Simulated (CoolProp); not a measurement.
Properties of ethanol at several states (Tc = 514.7 K, pc = 6268 kPa, ω = 0.644).

Model: reference Helmholtz-energy equation of state, Schroeder 2014, in CoolProp.

| T (K) | p (kPa) | phase | cv (kJ/(kg K)) | Joule-Thomson coefficient (K/MPa) | expansivity (1/kK) | Prandtl number |
|---|---|---|---|---|---|---|
| 465 | 674 | gas | (withheld) | 16.45 | 2.808 | 0.863 |
| 522.2 | 3190 | gas | 2.313 | (withheld) | 4.184 | 0.954 |
| 290.7 | 469 | liquid | (withheld) | (withheld) | 1.076 | (withheld) |
| 420.1 | 8490 | liquid | 2.838 | -0.06672 | (withheld) | 4.87 |
| 259 | 1850 | liquid | (withheld) | (withheld) | 1.025 | 31.9 |

### Question
Complete the blanks.

### Answer

- 465, cv (kJ/(kg K)): 1.912
- 522.2, Joule-Thomson coefficient (K/MPa): 10.10
- 290.7, cv (kJ/(kg K)): 1.992
- 290.7, Joule-Thomson coefficient (K/MPa): -0.3651
- 290.7, Prandtl number: 18.1
- 420.1, expansivity (1/kK): 1.990
- 259, cv (kJ/(kg K)): 1.796
- 259, Joule-Thomson coefficient (K/MPa): -0.4126

Viscosity comes from a separate model (Kiselev 2005). Thermal conductivity comes from a separate model (Assael 2013).
